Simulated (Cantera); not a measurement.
A Cantera script and what it prints.

```python
import numpy as np
import cantera as ct

gas_names = """
    H HNO HNO2 HNO3 HO2 H2 H2O H2O2 N NH NH2 NH3 NH2OH NO NO2 NO3 N2 N2H2 N2H4 N2O O OH O2 O3 Si SiH
    SiH2 SiH3 SiH4 SiN SiO SiO2 Si2 Si2N Si3
""".split()
cond_names = """
    H2O(s) H2O(L) Si(cr) Si(L) SiO2(Lqz) SiO2(hqz) SiO2(L) Si2N2O(s) Si3N4(a)
""".split()


# ... load() reads the species with a 1 bar reference pressure and builds the phases ...
atoms = {
    'SiH4': {'Si': 1, 'H': 4},
    'O3': {'O': 3},
    'N2': {'N': 2},
}
top_T = {'Si2N2O(s)': 2100, 'Si3N4(a)': 2400}  # K; cautious upper limits of use, not melting points


# ... equilibrate(T, P, feed) seeds the gas with the atoms and calls Mixture.equilibrate('TP', solver="vcs", rtol=1e-11, max_steps=5000) ...
results = []
feed = {'SiH4': 1, 'O3': 4.3, 'N2': 56}  # mol
P = 100000  # Pa
for T in [1375, 1425, 1475, 1525, 1575, 1625, 1675, 1725]:
    mix = equilibrate(T, P, feed)
    results.append((T, P, feed, dict(zip(mix.species_names, mix.species_moles))))

top = {s: max(r[3][s] / sum(r[3][g] for g in gas_names) for r in results) for s in gas_names}
cols = sorted((s for s in top if top[s] > 0.001), key=lambda s: -top[s])[:9]
seen = [c for c in cond_names if any(r[3].get(c, 0) > 1e-12 for r in results)]
print("log10 of partial pressures in bar; condensed amounts in mol")
print(f"{'T/K':>10s}" + "".join(f"{s[:9]:>10s}" for s in cols + seen))
for T, P, feed, n in results:
    ng = sum(n[g] for g in gas_names)
    print(f"{T:10.4g}" + "".join(f"{np.log10(max(n[s] / ng * P / 1e5, 1e-99)):10.3f}" for s in cols)
          + "".join(f"{n.get(c, 0):10.4g}" for c in seen))
```

Result:

```
log10 of partial pressures in bar; condensed amounts in mol
       T/K        N2        O2       H2O        NO SiO2(hqz)   SiO2(L)
      1375    -0.047    -1.148    -1.495    -3.409         1         0
      1425    -0.047    -1.149    -1.495    -3.288         1         0
      1475    -0.048    -1.149    -1.495    -3.174         1         0
      1525    -0.048    -1.150    -1.495    -3.068         1         0
      1575    -0.048    -1.151    -1.495    -2.969         1         0
      1625    -0.048    -1.151    -1.495    -2.876         1         0
      1675    -0.048    -1.152    -1.495    -2.789         1         0
      1725    -0.048    -1.154    -1.496    -2.707         0         1
```

These are equilibrium values from Cantera (NASA tables, ideal gas, pure condensed phases), not measurements of a reactor. The tables hold silica as quartz up to 1696 K and as liquid above; real silica turns to tridymite and cristobalite and melts near 1996 K. Gases not in the tables: Si(OH)4.
